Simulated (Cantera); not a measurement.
Standard-state values (1 bar) from the NASA 1993 polynomials, evaluated with Cantera. Values are per mole of reaction as written; species without (g) are pure solids or liquids, kept so even where they would boil at 1 bar.

6 NbO2 + 2 NO2(g) = 3 Nb2O5 + N2O(g), with ΔH° = -915.7 kJ and ΔS° = -175.1 J/K at 300 K.

Q: How far is the shortcut ΔG° ≈ ΔH°(300 K) − T·ΔS°(300 K) from the full temperature-dependent value at 2625, 2675, 2725, 2775, 2825, 2875, 2925 K?

A: 
| T (K) | shortcut (kJ) | full (kJ) | difference (kJ) | difference in log10 K | condensed phases |
|---|---|---|---|---|---|
| 2625 | -456.0 | -471.5 | 15.4 | -0.31 | NbO2(l), Nb2O5(l) |
| 2675 | -447.3 | -459.9 | 12.6 | -0.25 | NbO2(l), Nb2O5(l) |
| 2725 | -438.5 | -448.4 | 9.9 | -0.19 | NbO2(l), Nb2O5(l) |
| 2775 | -429.8 | -437.1 | 7.3 | -0.14 | NbO2(l), Nb2O5(l) |
| 2825 | -421.0 | -425.8 | 4.8 | -0.09 | NbO2(l), Nb2O5(l) |
| 2875 | -412.3 | -414.6 | 2.3 | -0.04 | NbO2(l), Nb2O5(l) |
| 2925 | -403.5 | -403.5 | 0.0 | 0.00 | NbO2(l), Nb2O5(l) |
The shortcut ignores heat capacities and the phase changes listed.
